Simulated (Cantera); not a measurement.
A closed system holds: 1 mol SiCl4, 190 mol N2, equilibrated at 1450 °C and 0.133 bar.

Equilibrium computed with Cantera from the NASA thermochemical tables; the gas is ideal and each condensed phase is pure. Candidate condensed phases: Si, Si3N4; 13 gas species. The tables' values for SiCl3 are old estimates; treat these amounts as uncertain. The numbers say what is thermodynamically allowed, not how fast it happens.

Base state: N2 0.992, SiCl4 0.00344, Cl 0.00243, SiCl3 0.00111, SiCl2 0.000674, Cl2 1.68e-5 (mole fractions); condensed: gas only.

**Question.** What changes in the equilibrium state with this change: temperature from 1450 °C to 752 °C?

**Answer.** 
```csv
species,before,after
N2,0.992,0.995
SiCl4,0.00344,0.00524
SiCl3,0.00111,1.92e-7
Cl,0.00243,1.68e-7
SiCl2,0.000674,<1e-9
Cl2,1.68e-5,1.20e-8
```
